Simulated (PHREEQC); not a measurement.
Solution (25 °C): 0.037 mol/kgw HBr, 0.0011 mol/kgw H2SeO3 and 0.22 mol/kgw CsCl. Closed to the air; pH follows from the charge balance.

Computed with PHREEQC (ion-association model, wateq4f.dat).

Each row changes one thing in this solution. Precipitation was switched off in this run.

```
case                                     pH  H2SeO3 (mol/kgw)  HSeO3- (mol/kgw)
-------------------------------------  ----  ----------------  ----------------
as made                                1.53           0.00101           8.85e-5
temperature from 25 to 15 °C           1.53           0.00101           8.79e-5
CsCl from 0.22 to 0.242 mol/kgw         ___           0.00101           8.95e-5
H2SeO3 from 0.0011 to 0.00022 mol/kgw  1.53          0.000202           1.77e-5
HBr left out                            ___          0.000236          0.000865
CsCl from 0.22 to 0.44 mol/kgw         1.55           0.00100           9.58e-5
```

Fill in the missing entries.


- CsCl from 0.22 to 0.242 mol/kgw, pH: 1.54
- HBr left out, pH: 3.16
